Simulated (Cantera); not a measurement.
A closed system holds: 1 mol TEOS, 2.6 mol CO₂, 2.8 mol H₂, held at 1348.15 K and 56.0 Pa.

Method: chemical equilibrium by Gibbs-energy minimisation in Cantera with the NASA 1993 tables (ideal gas, pure condensed phases). Candidate condensed phases: C, C₆H₆, C₇H₈, C₈H₁₈, H₂O, Si, SiC, SiO₂; 123 gas species. The feed counts by its element totals alone. Equilibrium is a limit: real reactors are often held back by kinetics, nucleation or transport.

Base state: H₂ 0.582, CO 0.418, SiO 0.000403, H 7.47e-5 (mole fractions); condensed: C(graphite) + SiC(s).

### Question
What changes in the equilibrium state with this change: pressure from 56.0 Pa to 1.00 bar?

### Answer
| species | before | after |
|---|---|---|
| H₂ | 0.582 | 0.637 |
| CO | 0.418 | 0.359 |
| CH₄ | 1.10e-6 | 0.00236 |
| SiO | 0.000403 | 6.08e-9 |
| H₂O | 7.93e-7 | 0.00133 |
| CO₂ | 2.91e-7 | 0.000384 |
| H | 7.47e-5 | 1.85e-6 |
| C(graphite), mol | 0.418 | 3.39 |
| SiC(s), mol | 0.991 | 0 |
| SiO₂(β-quartz), mol | 0 | 1.00 |
The tables hold silica as quartz up to 1696 K and as liquid above; real silica turns to tridymite and cristobalite and melts near 1996 K.

### Question
What changes in the equilibrium state with this change: pressure from 56.0 Pa to 13.3 mbar?

### Answer
```json
[
 {"species": "H₂", "before": "0.582", "after": "0.640"},
 {"species": "CO", "before": "0.418", "after": "0.360"},
 {"species": "SiO", "before": "0.000403", "after": "3.42e-5"},
 {"species": "CH₄", "before": "1.10e-6", "after": "3.18e-5"},
 {"species": "H₂O", "before": "7.93e-7", "after": "1.79e-5"},
 {"species": "H", "before": "7.47e-5", "after": "1.61e-5"},
 {"species": "C(graphite), mol", "before": "0.418", "after": "3.40"},
 {"species": "SiC(s), mol", "before": "0.991", "after": "0"},
 {"species": "SiO₂(β-quartz), mol", "before": "0", "after": "0.999"}
]
```
The tables hold silica as quartz up to 1696 K and as liquid above; real silica turns to tridymite and cristobalite and melts near 1996 K.
